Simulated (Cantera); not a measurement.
**Transport properties of process gases**

Gas mixture: 100 % C₂H₂, at 5.72 atm, frozen composition.

Cantera's kinetic-theory transport with the Lennard-Jones parameters of GRI-Mech 3.0, ideal gas; thermal conductivity in the multicomponent form.

| T (K) | ρ (kg/m³) | cp (J/kg/K) | μ (µPa s) | λ (mW/m/K) | Pr | D (cm²/s) OH | D (cm²/s) NO | D (cm²/s) CH₃ |
|---|---|---|---|---|---|---|---|---|
| 400 | 4.54 | 1931 | 13.6 | 35.6 | 0.737 | 0.0733 | 0.0482 | 0.0526 |
| 500 | 3.63 | 2101 | 16.4 | 46.6 | 0.737 | 0.108 | 0.0715 | 0.0785 |
| 600 | 3.03 | 2232 | 18.9 | 57.2 | 0.737 | 0.148 | 0.0980 | 0.108 |
| 700 | 2.59 | 2340 | 21.2 | 67.4 | 0.737 | 0.193 | 0.128 | 0.141 |
| 800 | 2.27 | 2436 | 23.4 | 77.4 | 0.736 | 0.242 | 0.160 | 0.178 |
| 900 | 2.02 | 2526 | 25.5 | 87.4 | 0.736 | 0.295 | 0.196 | 0.218 |
D: mixture-averaged diffusion coefficient of that species in the mixture.
